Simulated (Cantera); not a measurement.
**CH3OH + O2 + H2 (carbon deposition, reforming and gasification)**

Feed: 1 mol CH3OH, 0.92 mol O2, 45 mol H2, equilibrated at 1723.15 K and 600000 Pa.

Cantera equilibrium calculation (NASA polynomials, part measured and part estimated; ideal gas, pure solids and liquids). Candidate condensed phases: C, C6H6, C7H8, C8H18, H2O; 110 gas species. The numbers say what is thermodynamically allowed, not how fast it happens.

| Property | Value |
|---|---|
| x(H2) | 0.941 |
| x(H2O) | 0.0381 |
| x(CO) | 0.0206 |
| x(CO2) | 0.000237 |
| x(H) | 7.23e-5 |
| x(CH4) | 6.92e-6 |
| gas amount | 48.00 mol |
| log10 activity of C(graphite) (absent) | -2.89 |
